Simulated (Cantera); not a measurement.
What does this Cantera script print?

```python
import numpy as np
import cantera as ct

gas_names = """
    H HNO HNO2 HNO3 HO2 H2 H2O H2O2 N NH NH2 NH3 NH2OH NO NO2 NO3 N2 N2H2 N2H4 N2O O OH O2 O3 V VN VO
    VO2
""".split()
cond_names = """
    H2O(s) H2O(L) V(cr) V(L) VN(s) VO(s) VO(L) V2O3(s) V2O3(L) V2O4(I) V2O4(II) V2O4(L) V2O5(s) V2O5(L)
""".split()


# ... load() reads the species with a 1 bar reference pressure and builds the phases ...
atoms = {
    'V': {'V': 1},
    'NH3': {'N': 1, 'H': 3},
    'N2': {'N': 2},
    'H2O': {'H': 2, 'O': 1},
}
top_T = {'VN(s)': 2300}  # K; cautious upper limits of use, not melting points


# ... equilibrate(T, P, feed) seeds the gas with the atoms and calls Mixture.equilibrate('TP', solver="vcs", rtol=1e-11, max_steps=5000) ...
results = []
feed = {'V': 1, 'NH3': 1.2, 'N2': 11, 'H2O': 0.00036}  # mol
P = 133.322  # Pa
for T in [850, 950, 1050, 1150, 1250, 1350, 1450, 1550, 1650, 1750, 1850, 1950, 2050]:
    mix = equilibrate(T, P, feed)
    results.append((T, P, feed, dict(zip(mix.species_names, mix.species_moles))))
    x = sorted(zip(gas.X, gas.species_names), reverse=True)
    print(f"T = {T:g} K  P = {P:g} Pa  gas = {mix.phase_moles(0):.4g} mol")
    print("   x: " + "  ".join(f"{s} {v:.3e}" for v, s in x if v > 0.0001))
    print("   condensed (mol): " + ("  ".join(f"{mix.phase(i).name} {mix.phase_moles(i):.4g}"
          for i in range(1, mix.n_phases) if mix.phase_moles(i) > 1e-12) or "none"))
```

It prints:

```
T = 850 K  P = 133.322 Pa  gas = 12.9 mol
   x: N2 8.604e-01  H2 1.395e-01
   condensed (mol): VN(s) 1
T = 950 K  P = 133.322 Pa  gas = 12.9 mol
   x: N2 8.604e-01  H2 1.395e-01
   condensed (mol): VN(s) 1
T = 1050 K  P = 133.322 Pa  gas = 12.9 mol
   x: N2 8.604e-01  H2 1.395e-01
   condensed (mol): VN(s) 1
T = 1150 K  P = 133.322 Pa  gas = 12.9 mol
   x: N2 8.604e-01  H2 1.395e-01
   condensed (mol): VN(s) 1
T = 1250 K  P = 133.322 Pa  gas = 12.9 mol
   x: N2 8.604e-01  H2 1.395e-01
   condensed (mol): VN(s) 1
T = 1350 K  P = 133.322 Pa  gas = 12.9 mol
   x: N2 8.604e-01  H2 1.395e-01
   condensed (mol): VN(s) 1
T = 1450 K  P = 133.322 Pa  gas = 12.9 mol
   x: N2 8.604e-01  H2 1.395e-01
   condensed (mol): VN(s) 1
T = 1550 K  P = 133.322 Pa  gas = 12.9 mol
   x: N2 8.603e-01  H2 1.393e-01  H 3.220e-04
   condensed (mol): VN(s) 1
T = 1650 K  P = 133.322 Pa  gas = 12.91 mol
   x: N2 8.600e-01  H2 1.390e-01  H 9.276e-04
   condensed (mol): VN(s) 1
T = 1750 K  P = 133.322 Pa  gas = 12.92 mol
   x: N2 8.594e-01  H2 1.382e-01  H 2.368e-03
   condensed (mol): VN(s) 0.9998
T = 1850 K  P = 133.322 Pa  gas = 12.94 mol
   x: N2 8.580e-01  H2 1.364e-01  H 5.450e-03
   condensed (mol): VN(s) 0.9988
T = 1950 K  P = 133.322 Pa  gas = 12.99 mol
   x: N2 8.549e-01  H2 1.329e-01  H 1.144e-02  V 7.586e-04
   condensed (mol): VN(s) 0.9898
T = 2050 K  P = 133.322 Pa  gas = 13.6 mol
   x: N2 8.531e-01  H2 1.216e-01  H 2.166e-02  V 3.613e-03
   condensed (mol): V(cr) 0.9505
```

Cantera equilibrium calculation (NASA polynomials, part measured and part estimated; ideal gas, pure solids and liquids). VN: taken at fixed stoichiometry. Condensed phases not in the tables: V2N, N, O or C dissolved in the metal.
